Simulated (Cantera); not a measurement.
# Equilibrium for silicates and aluminates: SiO2 + MgO + H2

Charge: 1 mol SiO2, 0.13 mol MgO, 7.2 mol H2, held at 45.0 Pa.

These are equilibrium values from Cantera (NASA tables, ideal gas, pure condensed phases), not measurements of a reactor. Candidate condensed phases: H2O, Mg, MgO, Mg(OH)2, MgSiO3, Mg2SiO4, Si, SiO2; 24 gas species. Mutual solubility and eutectic melting of coexisting phases are not modelled. The tables hold silica as quartz up to 1696 K and as liquid above; real silica turns to tridymite and cristobalite and melts near 1996 K. Condensed phases not in the tables: alloys, solid solutions and most ternary compounds. The numbers say what is thermodynamically allowed, not how fast it happens.

```csv
T (°C),x H2,x H2O,x SiO,x H,n MgSiO3(s),n SiO2(β-quartz)
900,1.000,4.56e-6,4.28e-6,5.56e-6,0.130,0.870
950,1.000,1.43e-5,1.35e-5,1.42e-5,0.130,0.870
1000,1.000,4.11e-5,3.90e-5,3.36e-5,0.130,0.870
1050,1.000,0.000109,0.000103,7.47e-5,0.130,0.869
1100,0.999,0.000267,0.000255,0.000157,0.130,0.868
1150,0.998,0.000616,0.000588,0.000313,0.130,0.866
1200,0.997,0.00134,0.00128,0.000595,0.130,0.861
1250,0.993,0.00275,0.00264,0.00109,0.129,0.852
1300,0.987,0.00540,0.00520,0.00190,0.129,0.834
```
x: gas mole fraction; n: condensed amount in mol.

From 900 °C to 1300 °C the condensed part is MgSiO3(s) + SiO2(β-quartz). The main Si-bearing gas is SiO throughout.
